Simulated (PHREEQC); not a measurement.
Dissolve 0.066 mmol/kgw CaSO4, 0.11 mmol/kgw Na2SO4 and 1.3 mmol/kgw NaCl at 34 °C. Closed to the air; pH follows from the charge balance.

Model: ion-association model, wateq4f.dat, run in PHREEQC.

Each row changes one thing in this solution. This is a speciation only: nothing precipitates in the calculation.

```csv
case,pH,CaSO4 (mol/kgw),NaSO4- (mol/kgw),HSO4- (mol/kgw),SI of Gypsum (CaSO4:2H2O),SI of Halite (NaCl)
as made,6.86,1.64e-6,1.15e-6,2.46e-9,-3.53,-7.35
2e-05 mol/kgw CsOH added,9.00,1.64e-6,1.15e-6,1.80e-11,-3.53,-7.35
diluted 5-fold with water,6.86,8.32e-8,5.16e-8,5.40e-10,-4.83,-8.72
8.1e-05 mol/kgw HCl added,4.12,1.62e-6,1.13e-6,1.34e-6,-3.54,-7.32
NaCl from 0.0013 to 0.0026 mol/kgw,6.86,?,2.01e-6,2.35e-9,-3.58,-6.79
CaSO4 from 6.6e-05 to 5.94e-05 mol/kgw,6.86,1.43e-6,1.11e-6,?,-3.59,-7.35
```

Problem. Complete the blanks.

Solution. 
- NaCl from 0.0013 to 0.0026 mol/kgw, CaSO4 (mol/kgw): 1.47e-6
- CaSO4 from 6.6e-05 to 5.94e-05 mol/kgw, HSO4- (mol/kgw): 2.37e-9
